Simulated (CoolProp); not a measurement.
Aqueous lithium chloride as a coolant, at 3 °C, 1 atm.

Model: Melinder's fits for secondary coolants, in CoolProp.

| mass % | freezing point (°C) | cp (kJ/(kg K)) | conductivity (W/(m K)) | Prandtl number | viscosity (mPa s) |
|---|---|---|---|---|---|
| 5.8 | -6.1 | 3.868 | 0.555 | 13.3 | 1.91 |
| 7.3 | -8.1 | 3.785 | 0.553 | 13.7 | 2.00 |
| 8.9 | -10.4 | 3.698 | 0.550 | 14.2 | 2.11 |
| 10.4 | -12.9 | 3.617 | 0.547 | 14.7 | 2.23 |
| 11.9 | -15.8 | 3.537 | 0.544 | 15.3 | 2.35 |
| 13.4 | -19.4 | 3.460 | 0.541 | 15.9 | 2.49 |
| 14.9 | -23.6 | 3.384 | 0.538 | 16.6 | 2.64 |
| 16.4 | -28.6 | 3.311 | 0.535 | 17.3 | 2.80 |
| 17.9 | -34.5 | 3.242 | 0.533 | 18.2 | 2.98 |
| 19.5 | -41.5 | 3.175 | 0.530 | 19.1 | 3.19 |
| 21 | -48.7 | 3.119 | 0.527 | 20.2 | 3.41 |
